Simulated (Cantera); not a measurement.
A Cantera script and what it prints.

```python
import numpy as np
import cantera as ct

gas_names = """
    N2O O3 NF3
""".split()
cond_names = """
    BaF2(a) BaF2(b,c) BaF2(L) BaO(s) BaO(L)
""".split()


def load(file, names, dense=False):
    # The tables refer to 1 bar. Condensed volumes are neglected.
    table = {s.name: s for s in ct.Species.list_from_file(file)}
    out = []
    for n in names:
        d = dict(table[n].input_data)
        d["thermo"] = dict(d["thermo"], **{"reference-pressure": 1e5})
        if dense:
            d["equation-of-state"] = {"model": "constant-volume", "density": "1e6 g/cm^3"}
        out.append(ct.Species.from_dict(d))
    return out


species = {s.name: s for s in load("nasa_gas.yaml", gas_names) + load("nasa_condensed.yaml", cond_names)}
# Each term lists the table entries of one substance; the one whose range holds T is used.
reactions = {
    '9 BaF2 + 3 N2O(g) + 2 O3(g) = 6 NF3(g) + 9 BaO':
        [(-9, ['BaF2(a)', 'BaF2(b,c)', 'BaF2(L)']), (-3, ['N2O']), (-2, ['O3']), (6, ['NF3']), (9, ['BaO(s)', 'BaO(L)'])],
}


def pick(names, T):
    return next(species[n] for n in names if species[n].thermo.min_temp <= T <= species[n].thermo.max_temp)


results = []
for label, terms in reactions.items():
    print(label)
    print("     T/K   dH/kJ  dS/(J/K)   dG/kJ   log10 K")
    for T in [1425, 1475, 1525, 1575, 1625, 1675, 1725, 1775, 1825, 1875, 1925]:
        used = [(nu, pick(names, T)) for nu, names in terms]
        dH = sum(nu * s.thermo.h(T) for nu, s in used) / 1e6
        dS = sum(nu * s.thermo.s(T) for nu, s in used) / 1e3
        dG = dH - T * dS / 1e3
        logK = -dG * 1e6 / (ct.gas_constant * T * np.log(10))
        results.append((label, T, dH, dS, dG, logK, [s.name for _, s in used]))
        print(f"{T:8g} {dH:8.1f} {dS:8.1f} {dG:8.1f} {logK:8.2f}")
```

Result:

```
9 BaF2 + 3 N2O(g) + 2 O3(g) = 6 NF3(g) + 9 BaO
     T/K   dH/kJ  dS/(J/K)   dG/kJ   log10 K
    1425   4423.0     -5.3   4430.5  -162.40
    1475   4409.4    -14.7   4431.1  -156.92
    1525   4374.8    -38.0   4432.7  -151.83
    1575   4364.3    -44.8   4434.8  -147.08
    1625   4353.9    -51.2   4437.2  -142.63
    1675   4135.8   -184.1   4444.2  -138.59
    1725   4129.1   -188.1   4453.5  -134.85
    1775   4122.5   -191.8   4463.0  -131.34
    1825   4116.0   -195.4   4472.7  -128.01
    1875   4109.6   -198.9   4482.6  -124.87
    1925   4103.3   -202.2   4492.6  -121.90
```

Cantera with NASA thermochemical tables; ideal gases at 1 bar, condensed phases pure. Condensed species are held in their standard states even where they would react or evaporate.
